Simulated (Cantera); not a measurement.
An adiabatic, constant-pressure homogeneous reactor starts with CH₄ : C₂H₆ : O₂ : N₂ = 1 : 0.08 : 3.68 : 13.8 (molar parts), at 1375 K and 0.240 bar. Integrator tolerance rtol = 1e-08.

Cantera simulation using GRI-Mech 3.0 (53 species, 325 reactions); the numbers are that mechanism's predictions, not measurements.

| quantity | before | after |
|---|---|---|
| time of steepest temperature rise | 2.33 ms | 12.0 ms |
| temperature at 0.700 s | 2417 K | 2340 K |
| equilibrium temperature | 2417 K | 2340 K |
| x(CH₄) at 0.700 s | <1e-12 (gas-phase equilibrium <1e-12) | <1e-12 (gas-phase equilibrium <1e-12) |
| x(C₂H₆) at 0.700 s | <1e-12 (gas-phase equilibrium <1e-12) | <1e-12 (gas-phase equilibrium <1e-12) |
| x(O₂) at 0.700 s | 0.0699 (gas-phase equilibrium 0.0699) | 0.0703 (gas-phase equilibrium 0.0703) |
| x(CH₂O) at 0.700 s | 2.99e-12 (gas-phase equilibrium 2.99e-12) | 1.38e-12 (gas-phase equilibrium 1.38e-12) |
| x(H₂) at 0.700 s | 0.00330 (gas-phase equilibrium 0.00330) | 0.00224 (gas-phase equilibrium 0.00224) |

Q: Which change was made?
A. pressure from 0.240 bar to 5.00 bar
B. pressure from 0.240 bar to 0.500 bar
C. initial temperature 1375 to 1225 K
D. pressure from 0.240 bar to 23.0 bar

A: C, initial temperature 1375 to 1225 K
